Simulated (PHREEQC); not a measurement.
Solution (25 °C): 0.007 mol/kgw CdBr2. Closed to the air; pH follows from the charge balance.

The numbers come from PHREEQC with the ion-association model, wateq4f.dat.

Precipitation was switched off in this run.

What pH, ionic strength does the model give?

pH 6.35; ionic strength 0.0139 mol/kgw.

In which forms is Br present?

Br- 74 %, CdBr+ 24 %, CdBr2 2.1 % of the Br.

Complexes and solids missing from the database can't appear.
